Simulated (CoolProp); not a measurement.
The numbers come from the reference Helmholtz-energy equation of state, McLinden 2015 in CoolProp.

### Question
For the fluoroketone C6F12O (FK-5-1-12), give the phase and the cp (kJ/(kg K)), cv (kJ/(kg K)), Joule-Thomson coefficient (K/MPa), fugacity coefficient at 416.8 K and 208 kPa; 416.8 K and 831 kPa; 416.8 K and 935 kPa.

### Answer
- 416.8 K and 208 kPa: gas; cp 0.989, cv 0.955, Joule-Thomson coefficient 10.3, fugacity coefficient 0.952
- 416.8 K and 831 kPa: gas; cp 1.08, cv 0.980, Joule-Thomson coefficient 14.9, fugacity coefficient 0.812
- 416.8 K and 935 kPa: gas; cp 1.11, cv 0.986, Joule-Thomson coefficient 16.4, fugacity coefficient 0.788
